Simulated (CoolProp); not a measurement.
Vapour-liquid equilibrium of dimethyl ether (1) + n-pentane (2) at 266.3 K; x and y are mole fractions of (1).

The numbers come from the multi-fluid Helmholtz-energy mixture model, Wu 2011 and Thol 2019; pair parameters Bell 2016 in CoolProp.

### Question
Give the bubble pressure and the first vapour's composition at x = 0.35, 0.65, 0.75. Is there an azeotrope?

### Answer
x = 0.35: 0.9920 bar, y = 0.891; x = 0.65: 1.618 bar, y = 0.958; x = 0.75: 1.745 bar, y = 0.968. No azeotrope shows between x = 0.05 and 0.95.

The pair parameters rest on a limited set of measurements; away from them the model extrapolates. The gap from Raoult's law changes sign with composition, which may be real or a fault of the pair parameters; it wasn't checked against measurements.
